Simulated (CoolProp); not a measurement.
Vapour-liquid equilibrium of diethyl ether (1) + methanol (2) at 79.15 °C; x and y are mole fractions of (1).

The numbers come from the multi-fluid Helmholtz-energy mixture model, Thol 2014 and de Reuck 1993; pair parameters Bell 2016 in CoolProp.

| x | bubble pressure (bar) | y at the bubble point | dew pressure at overall composition x (bar) | liquid density (mol/L) |
|---|---|---|---|---|
| 0.05 | 2.143 | 0.208 | [?] | 21.41 |
| 0.2 | 2.952 | 0.483 | [?] | 17.79 |
| 0.35 | 3.411 | 0.597 | [?] | 15.06 |
| 0.5 | 3.688 | 0.671 | 3.018 | 12.95 |
| 0.65 | 3.874 | 0.738 | 3.616 | 11.29 |
| 0.8 | 3.986 | 0.821 | 3.969 | 9.980 |
| 0.95 | 3.982 | 0.943 | 3.977 | 8.931 |

Q: Complete the blanks.

A: 
- 0.05, dew pressure at overall composition x (bar): 1.837
- 0.2, dew pressure at overall composition x (bar): 2.125
- 0.35, dew pressure at overall composition x (bar): 2.507

y crosses x between x = 0.8 and 0.95: the model has an azeotrope there.

Pair parameters are fitted to limited data, so mixtures are less certain than the pure fluids.
